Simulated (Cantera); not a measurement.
An isothermal, constant-pressure homogeneous reactor starts with 19.6 % NO, 80.4 % N₂, at 1948 K and 100.0 Torr.

Computed with Cantera and GRI-Mech 3.0 (53 species, 325 reactions).

x: mole fraction; the columns are a selection and need not sum to one.

```tsv
t (s)	x NO	x NO₂	x O	x O₂	x N₂O	x N₂
0.000500	0.196	1.31e-7	2.00e-6	1.55e-8	1.91e-6	0.804
0.00123	0.196	…	…	…	…	0.804
0.00302	0.196	2.30e-6	1.31e-5	6.79e-7	8.77e-6	0.804
0.00741	0.196	…	…	…	…	0.804
0.0182	0.196	1.35e-5	6.65e-5	4.59e-5	1.67e-5	0.804
0.0447	0.196	1.55e-5	7.65e-5	0.000204	1.67e-5	0.804
0.110	0.195	1.64e-5	8.06e-5	0.000613	1.66e-5	0.805
0.270	0.193	1.85e-5	8.97e-5	0.00164	1.61e-5	0.806
0.663	0.187	2.26e-5	0.000109	0.00424	1.51e-5	0.808
1.63	0.174	2.94e-5	0.000148	0.0109	1.28e-5	0.815
4.00	0.141	3.56e-5	0.000214	0.0272	8.17e-6	0.831
```

Task: Some entries are withheld; supply them.

Result: 
- 0.00123, x NO₂: 6.06e-7
- 0.00123, x O: 4.99e-6
- 0.00123, x O₂: 9.69e-8
- 0.00123, x N₂O: 4.32e-6
- 0.00741, x NO₂: 6.97e-6
- 0.00741, x O: 3.46e-5
- 0.00741, x O₂: 5.76e-6
- 0.00741, x N₂O: 1.42e-5
